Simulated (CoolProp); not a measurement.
Properties of ethanol along the isobar 0.969 bar.

Model: reference Helmholtz-energy equation of state, Schroeder 2014, in CoolProp.

| T (K) | phase | Z | cv (kJ/(kg K)) | isothermal compressibility (1/MPa) | expansivity (1/kK) | fugacity coefficient |
|---|---|---|---|---|---|---|
| 396.5 | gas | 0.9832 | 1.607 | 10.50 | 2.740 | 0.9835 |
| 403.8 | gas | 0.9847 | 1.628 | 10.48 | 2.671 | 0.9849 |
| 411.2 | gas | 0.9860 | 1.650 | 10.47 | 2.606 | 0.9862 |
| 418.6 | gas | 0.9872 | 1.672 | 10.46 | 2.544 | 0.9874 |
| 426 | gas | 0.9883 | 1.694 | 10.44 | 2.487 | 0.9884 |
| 433.4 | gas | 0.9892 | 1.716 | 10.43 | 2.433 | 0.9894 |
| 440.7 | gas | 0.9901 | 1.738 | 10.42 | 2.382 | 0.9902 |
| 448.1 | gas | 0.9909 | 1.760 | 10.42 | 2.334 | 0.9910 |
| 455.5 | gas | 0.9916 | 1.781 | 10.41 | 2.288 | 0.9917 |
| 462.9 | gas | 0.9922 | 1.803 | 10.40 | 2.244 | 0.9923 |
| 470.2 | gas | 0.9928 | 1.825 | 10.40 | 2.203 | 0.9929 |
